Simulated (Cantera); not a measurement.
Charge: 1 mol SiHCl₃, 0.15 mol CH₄, 180 mol H₂, 0.79 mol C₂H₂, equilibrated at 998 K and 7.40 mbar.

Cantera equilibrium calculation (NASA polynomials, part measured and part estimated; ideal gas, pure solids and liquids). Candidate condensed phases: C, C₆H₆, C₇H₈, C₈H₁₈, Si, SiC; 109 gas species. Equilibrium is a limit: real reactors are often held back by kinetics, nucleation or transport.

Base state: H₂ 0.983, HCl 0.0164, CH₄ 0.000697 (mole fractions); condensed: C(graphite) + SiC(s).

### Question
What changes in the equilibrium state with this change: H₂ from 180 to 10 mol?

### Answer
```
species             before     after
----------------  --------  --------
H₂                   0.983     0.816
HCl                 0.0164     0.166
SiCl₄              1.06e-6    0.0162
SiCl₃              8.74e-8  0.000120
SiHCl₃             4.40e-7  0.000552
SiCl₂              1.77e-7   2.19e-5
CH₄               0.000697  0.000481
C(graphite), mol     0.603     0.941
SiC(s), mol          1.000     0.782
```
The tables' values for SiCl₃ are old estimates; treat these amounts as uncertain.
